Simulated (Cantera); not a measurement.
An adiabatic, constant-volume homogeneous reactor starts with CH4 : C2H6 : C3H8 : O2 : N2 = 1 : 0.12 : 1.4 : 5.1 : 25.3 (molar parts), equivalence ratio 1.8, at 1275 K and 1.70 bar.

Cantera simulation using GRI-Mech 3.0 (53 species, 325 reactions); the numbers are that mechanism's predictions, not measurements. GRI-Mech 3.0 was tuned for natural gas; its chemistry of propane as a main component is partial and can be far from experiment.

x: mole fraction; the columns are a selection and need not sum to one.

```tsv
t (s)	T (K)	P (bar)	x CH4	x C2H6	x C3H8	x HO2	x H2O	x CO2
7.00e-6	1275	1.70	0.0304	0.00364	0.0425	6.31e-6	8.51e-7	1.47e-10
2.28e-5	1275	1.70	0.0304	0.00364	0.0425	2.01e-5	1.03e-5	6.38e-9
7.40e-5	1274	1.70	0.0304	0.00367	0.0421	2.29e-5	(withheld)	(withheld)
0.000240	1275	1.70	0.0305	0.00388	0.0408	2.42e-5	(withheld)	(withheld)
0.000782	1284	1.73	0.0309	0.00456	0.0351	4.71e-5	0.00371	1.15e-5
0.00254	2620	4.12	4.01e-11	<1e-12	<1e-12	3.38e-8	0.101	0.0190
0.00826	2620	4.12	3.99e-11	<1e-12	<1e-12	3.40e-8	0.101	0.0190
0.0269	2620	4.12	3.99e-11	<1e-12	<1e-12	3.40e-8	0.102	0.0190
0.0873	2620	4.12	3.99e-11	<1e-12	<1e-12	3.40e-8	0.102	0.0190
0.284	2620	4.12	3.99e-11	<1e-12	<1e-12	3.40e-8	0.102	0.0190
0.923	2620	4.12	3.99e-11	<1e-12	<1e-12	3.40e-8	0.102	0.0190
3.00	2620	4.12	3.99e-11	<1e-12	<1e-12	3.40e-8	0.102	0.0190
```

Q: Some entries are withheld; supply them.

A: 
- 7.40e-5, x H2O: 0.000135
- 7.40e-5, x CO2: 2.31e-7
- 0.000240, x H2O: 0.000699
- 0.000240, x CO2: 1.65e-6
